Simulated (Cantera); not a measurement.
# Equilibrium for carbothermic reduction: Ta2O5 + CH4 + CO

Input: 1 mol Ta2O5, 2.5 mol CH4, 0.061 mol CO, at 1.00 bar.

Method: chemical equilibrium by Gibbs-energy minimisation in Cantera with the NASA 1993 tables (ideal gas, pure condensed phases). Candidate condensed phases: C, C6H6, C7H8, C8H18, H2O, Ta, TaC, Ta2O5; 113 gas species. Mutual solubility and eutectic melting of coexisting phases are not modelled. TaC: taken at fixed stoichiometry. Condensed phases not in the tables: Ta2C. Kinetics and transport are ignored.

| T (K) | x H2 | x CO | x CH4 | x H | x H2O | n C(graphite) | n Ta2O5(s) | n TaC(s) | n Ta2O5(l) |
|---|---|---|---|---|---|---|---|---|---|
| 1075 | 0.947 | 0.0112 | 0.0404 | 1.43e-8 | 0.00134 | 2.31 | 1.00 | 0 | 0 |
| 1225 | 0.911 | 0.0770 | 0.0109 | 2.97e-7 | 0.00138 | 1.95 | 0.928 | 0.144 | 0 |
| 1375 | 0.728 | 0.269 | 0.00109 | 2.92e-6 | 0.00217 | 0 | 0.641 | 0.717 | 0 |
| 1525 | 0.728 | 0.269 | 0.000122 | 2.02e-5 | 0.00279 | 0 | 0.640 | 0.720 | 0 |
| 1675 | 0.728 | 0.269 | 2.04e-5 | 9.90e-5 | 0.00340 | 0 | 0.639 | 0.722 | 0 |
| 1825 | 0.727 | 0.268 | 4.63e-6 | 0.000375 | 0.00398 | 0 | 0.639 | 0.723 | 0 |
| 1975 | 0.726 | 0.268 | 1.33e-6 | 0.00117 | 0.00454 | 0 | 0.638 | 0.724 | 0 |
| 2125 | 0.724 | 0.268 | 4.74e-7 | 0.00309 | 0.00489 | 0 | 0 | 0.725 | 0.638 |
| 2275 | 0.720 | 0.267 | 2.02e-7 | 0.00720 | 0.00500 | 0 | 0 | 0.725 | 0.637 |
| 2425 | 0.713 | 0.266 | 9.60e-8 | 0.0151 | 0.00503 | 0 | 0 | 0.724 | 0.637 |
x: gas mole fraction; n: condensed amount in mol.

At 1075 K the condensed part is C(graphite) + Ta2O5(s). At 1225 K the condensed part is C(graphite) + TaC(s) + Ta2O5(s). From 1375 K to 1975 K the condensed part is TaC(s) + Ta2O5(s). From 2125 K to 2425 K the condensed part is TaC(s) + Ta2O5(l).
